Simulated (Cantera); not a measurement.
An isothermal, constant-pressure homogeneous reactor starts with 64.5 % N2O, 1.29 % H2, 34.2 % N2, at 1075 K and 0.0370 bar.

Computed with Cantera and GRI-Mech 3.0 (53 species, 325 reactions). GRI-Mech 3.0 was tuned for natural gas; its chemistry of N2O as a main component is partial and can be far from experiment. Radical loss at walls, strong at low pressure, is not modelled. The mechanism lacks the step 2 NO + O2 → 2 NO2, which can matter for NO2 below about 1400 K. The temperature is held fixed by assumption; the heat of reaction is taken as removed at once.

x: mole fraction; the columns are a selection and need not sum to one.

```tsv
t (s)	x N2O	x H2	x NO2	x O	x NO	x N2	x H2O2
4.00e-5	0.645	0.0129	<1e-12	1.93e-8	1.23e-10	0.342	<1e-12
0.000110	0.645	0.0129	<1e-12	4.62e-8	8.57e-10	0.342	<1e-12
0.000301	0.645	0.0129	<1e-12	8.96e-8	5.37e-9	0.342	<1e-12
0.000826	0.645	0.0129	<1e-12	1.21e-7	2.80e-8	0.342	<1e-12
0.00227	0.645	0.0129	<1e-12	1.25e-7	1.29e-7	0.342	8.98e-12
0.00622	0.645	0.0129	1.00e-10	1.25e-7	___	0.342	2.06e-10
0.0171	0.645	0.0127	6.27e-9	1.28e-7	3.22e-6	0.342	3.57e-9
0.0469	0.644	0.0115	7.36e-8	1.56e-7	1.34e-5	0.343	2.29e-8
0.129	0.640	0.00788	2.93e-7	1.72e-7	3.42e-5	0.347	3.49e-8
0.353	0.635	0.00317	1.63e-6	1.91e-7	5.91e-5	0.352	3.32e-8
0.968	0.632	0.000639	1.00e-5	2.08e-7	9.28e-5	0.355	1.34e-8
2.66	0.628	4.86e-5	4.45e-5	2.08e-7	0.000164	0.357	3.65e-9
7.29	0.622	___	___	2.00e-7	___	0.361	___
20.0	0.604	2.58e-9	0.000158	1.93e-7	0.00104	0.372	6.71e-10
```

### Question
Complete the blanks.

### Answer

- 0.00622, x NO: 6.34e-7
- 7.29, x H2: 1.39e-7
- 7.29, x NO2: 0.000109
- 7.29, x NO: 0.000378
- 7.29, x H2O2: 1.63e-9
